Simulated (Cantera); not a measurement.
# Transport properties of process gases

Gas mixture: H2O : N2 : H2 : CH4 = 0.75 : 0.74 : 0.53 : 0.77 (molar parts), at 0.0263 atm, frozen composition.

Cantera's kinetic-theory transport with the Lennard-Jones parameters of GRI-Mech 3.0, ideal gas; thermal conductivity in the mixture-averaged form. Polar gases are described roughly by these parameters.

```
T (K)  ρ (kg/m³)  cp (J/kg/K)  μ (µPa s)  λ (mW/m/K)     Pr  D (cm²/s) C2H2  D (cm²/s) CH3  D (cm²/s) NO
-----  ---------  -----------  ---------  ----------  -----  --------------  -------------  ------------
400       0.0137         1975       17.0        61.2  0.549            12.9           17.0          16.0
500       0.0110         2091       20.4        75.5  0.566            19.4           25.3          23.8
600      0.00913         2216       23.7        90.2  0.581            26.9           34.9          32.7
700      0.00783         2340       26.7         105  0.595            35.2           45.6          42.6
800      0.00685         2460       29.6         120  0.607            44.5           57.4          53.5
900      0.00609         2574       32.4         135  0.617            54.5           70.2          65.3
```
D: mixture-averaged diffusion coefficient of that species in the mixture.
